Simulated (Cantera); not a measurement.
**Adiabatic ignition**

An adiabatic, constant-volume homogeneous reactor starts with CH4 : O2 : N2 = 1 : 1.67 : 6.27 (molar parts), equivalence ratio 1.2, at 1550 K and 5.00 bar.

Computed with Cantera and GRI-Mech 3.0 (53 species, 325 reactions). Above 3000 K some thermodynamic fits are extrapolated.

```tsv
t (s)	T (K)	P (bar)	x CH4	x O2	x HCO	x O	x C2H4	x C2H6	x NO
3.00e-6	1550	5.00	0.112	0.187	5.07e-12	1.20e-8	3.89e-10	3.98e-9	<1e-12
8.95e-6	1550	5.00	0.112	0.187	7.20e-11	2.93e-8	1.81e-8	1.58e-7	<1e-12
2.67e-5	1550	5.00	0.112	0.187	1.76e-9	1.12e-7	1.09e-6	8.70e-6	<1e-12
7.97e-5	1555	5.02	0.110	0.186	3.83e-8	3.61e-7	3.98e-5	0.000238	2.23e-12
0.000238	3111	10.7	<1e-12	0.00839	5.94e-7	0.00459	<1e-12	<1e-12	0.00447
0.000709	3098	10.7	<1e-12	0.00732	5.92e-7	0.00412	<1e-12	<1e-12	0.00912
0.00212	3098	10.7	<1e-12	0.00732	5.92e-7	0.00412	<1e-12	<1e-12	0.00912
0.00631	3098	10.7	<1e-12	0.00732	5.92e-7	0.00412	<1e-12	<1e-12	0.00912
0.0188	3098	10.7	<1e-12	0.00732	5.92e-7	0.00412	<1e-12	<1e-12	0.00912
0.0562	3098	10.7	<1e-12	0.00732	5.92e-7	0.00412	<1e-12	<1e-12	0.00912
0.168	3098	10.7	<1e-12	0.00732	5.92e-7	0.00412	<1e-12	<1e-12	0.00912
0.500	3098	10.7	<1e-12	0.00732	5.92e-7	0.00412	<1e-12	<1e-12	0.00912
```
x: mole fraction; the columns are a selection and need not sum to one.

```
Property                                                             Value
---------------------------------  ---------------------------------------
time of steepest temperature rise                                 0.209 ms
temperature at 0.500 s                                              3098 K
equilibrium temperature                                             3098 K
x(CH4) at 0.500 s                  <1e-12 (gas-phase equilibrium 1.07e-12)
x(O2) at 0.500 s                   0.00732 (gas-phase equilibrium 0.00732)
x(HCO) at 0.500 s                  5.92e-7 (gas-phase equilibrium 5.92e-7)
```
